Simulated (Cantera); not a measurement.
Counterflow diffusion flame

A counterflow diffusion flame at 0.940 bar, nozzles 20 mm apart: fuel side 83.3 % CH₄, 16.7 % H₂ at 375 K, oxidiser side 19.0 % O₂, 81.0 % N₂ at 800 K, fuel mass flux 1 times the oxidiser's; mixture-averaged transport, no radiation.

Computed with Cantera and GRI-Mech 3.0 (53 species, 325 reactions). GRI-Mech 3.0 has no aromatics or soot, which form on the fuel side of real flames. The maximum strain rate includes the flame's own expansion and is several times the mean. A flux with no burning solution from the previous one only brackets extinction.

```
oxidiser flux (kg/m²/s)  max strain (1/s)  mean strain (1/s)  T max (K)  peak x OH  peak x H  peak x NO  peak x CO  peak x C₂H₂
-----------------------  ----------------  -----------------  ---------  ---------  --------  ---------  ---------  -----------
0.56                                  526                137       2146    0.00988   0.00676   0.000250     0.0510       0.0122
0.78                                  717                190       2128    0.00971   0.00704   0.000219     0.0502       0.0116
1.1                                   995                268       2114    0.00962   0.00738   0.000189     0.0500       0.0110
1.5                                  1340                366       2096    0.00938   0.00761   0.000159     0.0498       0.0104
2.1                                  1840                512       2073    0.00902   0.00777   0.000126     0.0499      0.00948
2.9                                  2510                708       2045    0.00851   0.00779    9.44e-5     0.0502      0.00839
3.9                                  3330                952       2014    0.00788   0.00763    6.68e-5     0.0506      0.00710
5.5                                  4620               1340       1964    0.00687   0.00707    3.79e-5     0.0510      0.00521
7.6                                  6200               1850       1868    0.00505   0.00548    1.26e-5     0.0496      0.00259
```
x: mole fraction; the columns are a selection and need not sum to one.

At the next flux tried, 10 kg/m²/s, no burning solution was found from the previous one.
